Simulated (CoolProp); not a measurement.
Vapour-liquid equilibrium of CH2F2 (R32) (1) + R143a (2) at 2.32 MPa; x and y are mole fractions of (1).

Computed with CoolProp (multi-fluid Helmholtz-energy mixture model, Tillner-Roth 1997 and Lemmon and Jacobsen 2000; pair parameters Bell 2016).

Give the bubble temperature and the first vapour's composition at x = 0.275, 0.35, 0.575. Is there an azeotrope?

x = 0.275: 317.1 K, y = 0.325; x = 0.35: 315.8 K, y = 0.402; x = 0.575: 312.8 K, y = 0.615. No azeotrope shows between x = 0.05 and 0.95.

Pair parameters are fitted to limited data, so mixtures are less certain than the pure fluids.
